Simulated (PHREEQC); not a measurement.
Consider water at 25 °C with 0.004 mol/kgw NH4HF2, 6.5e-05 mol/kgw (NH4)2SiF6, 0.0098 mol/kgw HBF4 and 0.0031 mol/kgw H2SO4. Closed to the air; pH follows from the charge balance.

Computed with PHREEQC (ion-association model, phreeqc.dat).

| Item | Value |
|---|---|
| pH | 2.00 |
| ionic strength | 0.0171 mol/kgw |
| total alkalinity | -49.7 meq/kg |

```tsv
species	molality	activity	log γ
H+	0.0112	0.0100	-0.048
BF4-	0.00906	0.00796	-0.056
HF	0.00900	0.00904	0.002
NH4+	0.00407	0.00354	-0.060
SO4-2	0.00183	0.00110	-0.221
HSO4-	0.00122	0.00107	-0.056
F-	0.000688	0.000602	-0.058
BF3OH-	0.000369	0.000324	-0.056
H3BO3	0.000315	0.000316	0.002
SiF6-2	6.50e-5	3.92e-5	-0.220
NH4SO4-	5.71e-5	5.02e-5	-0.056
BF2(OH)2-	5.58e-5	4.90e-5	-0.056
```

No solid was allowed to form. SiF6-2 is the database's only silicon fluoride. Real BF4- forms and hydrolyses slowly; the run takes it at equilibrium.
